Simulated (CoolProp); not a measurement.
Vapour-liquid equilibrium of CH2F2 (R32) (1) + R236EA (2) at 277.8 K; x and y are mole fractions of (1).

The numbers come from the multi-fluid Helmholtz-energy mixture model, Tillner-Roth 1997 and Rui 2013; pair parameters Bell 2016 in CoolProp.

Give the bubble pressure and the first vapour's composition at x = 0.05, 0.2, 0.35. Is there an azeotrope?

x = 0.05: 0.1288 MPa, y = 0.286; x = 0.2: 0.2362 MPa, y = 0.657; x = 0.35: 0.3522 MPa, y = 0.805. No azeotrope shows between x = 0.05 and 0.95.

Pair parameters are fitted to limited data, so mixtures are less certain than the pure fluids.
